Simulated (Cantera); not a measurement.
What does this Cantera script print?

```python
import numpy as np
import cantera as ct

gas = ct.Solution("h2o2.yaml")
gas.TPX = 1100, 13332, {'H2': 0.36, 'O2': 1, 'N2': 7.7}
reactor = ct.IdealGasConstPressureReactor(gas, energy="off", clone=False)
net = ct.ReactorNet([reactor])
net.rtol, net.atol = 1e-08, 1e-18
show = ['H2', 'O2', 'H', 'H2O', 'O']
times = np.geomspace(0.0004, 60, 11)

steps = ct.SolutionArray(gas, extra=["t"])
rows = []
print(f"{'t/s':>10s}{'T/K':>9s}{'P/Pa':>11s}" + "".join(f"{s:>11s}" for s in show))
for t in times:
    while net.time < t:
        t_next = net.step()
        steps.append(gas.state, t=t_next)
    rows.append([np.interp(t, steps.t, y) for y in (steps.T, steps.P, *steps(*show).X.T)])
    print(f"{t:10.3e}{rows[-1][0]:9.1f}{rows[-1][1]:11.4g}" + "".join(f"{x:11.3e}" for x in rows[-1][2:]))
rate = np.gradient(steps.T, steps.t)
print("integrator steps:", len(steps.t))
if steps.T.max() > steps.T[0] + 200:
    print(f"time of steepest temperature rise: {steps.t[rate.argmax()]:.4e} s")
gas.TPX = 1100, 13332, {'H2': 0.36, 'O2': 1, 'N2': 7.7}
gas.equilibrate("TP")
print(f"equilibrium (TP): T = {gas.T:.1f} K  " + "  ".join(f"{s} {gas[s].X[0]:.3e}" for s in show))
```

Result:

```
       t/s      T/K       P/Pa         H2         O2          H        H2O          O
 4.000e-04   1100.0  1.333e+04  3.973e-02  1.104e-01  7.111e-08  1.061e-07  3.207e-08
 1.317e-03   1100.0  1.333e+04  1.740e-02  9.941e-02  9.783e-03  1.675e-02  3.996e-03
 4.338e-03   1100.0  1.333e+04  5.120e-04  9.192e-02  7.346e-04  3.934e-02  1.187e-03
 1.429e-02   1100.0  1.333e+04  3.587e-05  9.229e-02  9.644e-06  4.044e-02  7.283e-05
 4.704e-02   1100.0  1.333e+04  2.901e-06  9.233e-02  2.707e-07  4.052e-02  6.709e-06
 1.549e-01   1100.0  1.333e+04  3.248e-07  9.234e-02  1.629e-08  4.053e-02  1.038e-06
 5.102e-01   1100.0  1.333e+04  5.734e-08  9.234e-02  1.623e-09  4.054e-02  2.247e-07
 1.680e+00   1100.0  1.333e+04  1.352e-08  9.234e-02  2.116e-10  4.054e-02  5.798e-08
 5.533e+00   1100.0  1.333e+04  3.675e-09  9.234e-02  3.194e-11  4.054e-02  1.644e-08
 1.822e+01   1100.0  1.333e+04  1.141e-09  9.234e-02  5.688e-12  4.054e-02  5.156e-09
 6.000e+01   1100.0  1.333e+04  5.402e-10  9.234e-02  1.853e-12  4.054e-02  2.361e-09
integrator steps: 1983
equilibrium (TP): T = 1100.0 K  H2 4.847e-10  O2 9.234e-02  H 1.569e-12  H2O 4.054e-02  O 2.091e-09
```

Cantera simulation using the H2/O2 subset of GRI-Mech 3.0, which has no nitrogen chemistry; the numbers are that mechanism's predictions, not measurements. The temperature is held fixed by assumption; the heat of reaction is taken as removed at once.
